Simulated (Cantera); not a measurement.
Charge: 1 mol V2O3, 29 mol H2, 0.11 mol H2O, held at 750 Torr.

Equilibrium computed with Cantera from the NASA thermochemical tables; the gas is ideal and each condensed phase is pure. Candidate condensed phases: H2O, V, VO, V2O3, V2O4, V2O5; 12 gas species. Mutual solubility and eutectic melting of coexisting phases are not modelled. VO: taken at fixed stoichiometry. Condensed phases not in the tables: the oxides between V2O3 and V2O5 other than VO2. Kinetics and transport are ignored.

x: gas mole fraction; n: condensed amount in mol.

```
T (°C)   x H2    x H2O       x H     x VO2     x OH      x VO   n V2O3(s)  n VO(s)
------  -----  -------  --------  --------  -------  --------  ----------  -------
1200    0.996  0.00378   1.26e-5  1.96e-10  1.25e-9  2.21e-11        1.00        0
1250    0.996  0.00412   2.31e-5  7.32e-10  2.94e-9  1.01e-10       0.990   0.0200
1300    0.995  0.00535   4.05e-5   2.74e-9  7.87e-9  3.83e-10       0.954   0.0912
1350    0.993  0.00682   6.89e-5   9.43e-9  1.98e-8   1.33e-9       0.912    0.177
1400    0.991  0.00857  0.000113   3.01e-8  4.71e-8   4.27e-9       0.861    0.279
1450    0.989   0.0106  0.000181   8.92e-8  1.07e-7   1.28e-8       0.801    0.398
1500    0.987   0.0130  0.000283   2.48e-7  2.31e-7   3.58e-8  (withheld)    0.536
1550    0.984   0.0157  0.000430   6.52e-7  4.77e-7   9.45e-8  (withheld)    0.695
1600    0.981   0.0188  0.000639   1.62e-6  9.51e-7   2.36e-7  (withheld)    0.875
1650    0.977   0.0223  0.000931   3.83e-6  1.83e-6   5.61e-7  (withheld)     1.08
1700    0.973   0.0261   0.00133   8.64e-6  3.39e-6   1.27e-6  (withheld)     1.30
```

Problem. What belongs in the gaps?

Solution. 
- 1500, n V2O3(s): 0.732
- 1550, n V2O3(s): 0.653
- 1600, n V2O3(s): 0.563
- 1650, n V2O3(s): 0.461
- 1700, n V2O3(s): 0.349
